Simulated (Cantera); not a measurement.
**Fluorocarbon and chlorocarbon gases: CF4 + F2 + H2**

Feed: 1 mol CF4, 1.7 mol F2, 4.4 mol H2, held at 75.0 Torr.

Cantera equilibrium calculation (NASA polynomials, part measured and part estimated; ideal gas, pure solids and liquids). Candidate condensed phases: C, C6H6, C7H8, C8H18; 95 gas species. The numbers say what is thermodynamically allowed, not how fast it happens.

From 2675 K to 3175 K the condensed part is C(graphite). From 3225 K to 3275 K nothing is condensed. The main C-bearing gas is C2H2 (acetylene) at 2675 K and C3 at 3275 K.

| T (K) | x HF | x H | x H2 | x F | x C3 | x CF | n C(graphite) |
|---|---|---|---|---|---|---|---|
| 2675 | 0.892 | 0.0412 | 0.0635 | 0.00185 | 6.30e-5 | 9.96e-5 | 0.973 |
| 2725 | 0.887 | 0.0483 | 0.0598 | 0.00256 | 0.000122 | 0.000157 | 0.966 |
| 2775 | 0.882 | 0.0560 | 0.0559 | 0.00352 | 0.000231 | 0.000245 | 0.958 |
| 2825 | 0.876 | 0.0642 | 0.0518 | 0.00480 | 0.000428 | 0.000377 | 0.946 |
| 2875 | 0.869 | 0.0730 | 0.0476 | 0.00651 | 0.000775 | 0.000574 | 0.929 |
| 2925 | 0.860 | 0.0822 | 0.0435 | 0.00875 | 0.00137 | 0.000863 | 0.902 |
| 2975 | 0.849 | 0.0918 | 0.0395 | 0.0117 | 0.00238 | 0.00128 | 0.860 |
| 3025 | 0.836 | 0.102 | 0.0356 | 0.0155 | 0.00406 | 0.00188 | 0.795 |
| 3075 | 0.820 | 0.112 | 0.0321 | 0.0202 | 0.00680 | 0.00272 | 0.690 |
| 3125 | 0.799 | 0.122 | 0.0288 | 0.0262 | 0.0112 | 0.00388 | 0.524 |
| 3175 | 0.773 | 0.133 | 0.0258 | 0.0334 | 0.0181 | 0.00544 | 0.261 |
| 3225 | 0.744 | 0.145 | 0.0233 | 0.0420 | 0.0247 | 0.00709 | 0 |
| 3275 | 0.721 | 0.159 | 0.0215 | 0.0521 | 0.0240 | 0.00819 | 0 |
x: gas mole fraction; n: condensed amount in mol.
